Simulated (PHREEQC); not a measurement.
A solution holds 0.13 mol/kgw Na3PO4, at 85 °C. Closed to the air; pH follows from the charge balance.

Equilibrium calculation in PHREEQC: ion-association model, wateq4f.dat.

Each row changes one thing in this solution. Precipitation was switched off in this run.

```
case                                       pH  ionic strength (mol/kgw)  PO4-3 (mol/kgw)  HPO4-2 (mol/kgw)  NaHPO4- (mol/kgw)  H2PO4- (mol/kgw)
---------------------------------  ----------  ------------------------  ---------------  ----------------  -----------------  ----------------
as made                                 11.06                     0.648           0.0708            0.0526            0.00663           1.41e-6
diluted 2-fold with water               10.93                     0.305           0.0253            0.0367            0.00300           1.67e-6
0.11 mol/kgw NaHF2 added                10.08                (withheld)           0.0138             0.100             0.0157           2.60e-5
diluted 100-fold with water        (withheld)                (withheld)          9.40e-6           0.00128            6.89e-6           3.08e-6
Na3PO4 from 0.13 to 0.065 mol/kgw       10.93                     0.305           0.0253            0.0367            0.00300           1.67e-6
```

Problem. What belongs in the gaps?

Solution. 
- 0.11 mol/kgw NaHF2 added, ionic strength (mol/kgw): 0.608
- diluted 100-fold with water, pH: 9.59
- diluted 100-fold with water, ionic strength (mol/kgw): 0.00520

Complexes and solids missing from the database can't appear. H3PO4, which wateq4f.dat lacks, is added to it with the constant of phreeqc.dat. Constants without temperature data keep their 25 °C values here.
